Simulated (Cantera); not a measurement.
Charge: 1 mol SiO₂, 0.31 mol CH₄, 3.9 mol N₂, held at 0.620 bar.

Cantera equilibrium calculation (NASA polynomials, part measured and part estimated; ideal gas, pure solids and liquids). Candidate condensed phases: C, C₆H₆, C₇H₈, C₈H₁₈, H₂O, Si, SiC, SiO₂, Si₂N₂O, Si₃N₄; 151 gas species. N₂ is the only nitrogen source here; it is nearly inert below about 1500 K, so the nitride shown seldom forms there in practice. Mutual solubility and eutectic melting of coexisting phases are not modelled. The numbers say what is thermodynamically allowed, not how fast it happens. All values below are at 1073 K.

Base state: N₂ 0.861, H₂ 0.136, CO 0.00212, CH₄ 0.000527, H₂O 2.32e-5, NH₃ 1.07e-5 (mole fractions); condensed: C(graphite) + SiO₂(β-quartz) + Si₂N₂O(s).

### Question
What changes in the equilibrium state with this change: pressure from 0.620 bar to 0.280 bar?

### Answer
```csv
species,before,after
N₂,0.861,0.860
H₂,0.136,0.136
CO,0.00212,0.00360
NH₃,1.07e-5,4.84e-6
CH₄,0.000527,0.000239
H₂O,2.32e-5,1.79e-5
"C(graphite), mol",0.298,0.293
"SiO₂(β-quartz), mol",0.994,0.989
"Si₂N₂O(s), mol",0.00323,0.00546
```

### Question
What changes in the equilibrium state with this change: CH₄ from 0.31 to 0.72 mol?

### Answer
| species | before | after |
|---|---|---|
| N₂ | 0.861 | 0.730 |
| H₂ | 0.136 | 0.266 |
| CH₄ | 0.000527 | 0.00201 |
| NH₃ | 1.07e-5 | 2.69e-5 |
| H₂O | 2.32e-5 | 4.30e-5 |
| CO | 0.00212 | 0.00201 |
| C(graphite), mol | 0.298 | 0.699 |
| SiO₂(β-quartz), mol | 0.994 | 0.993 |
| Si₂N₂O(s), mol | 0.00323 | 0.00365 |
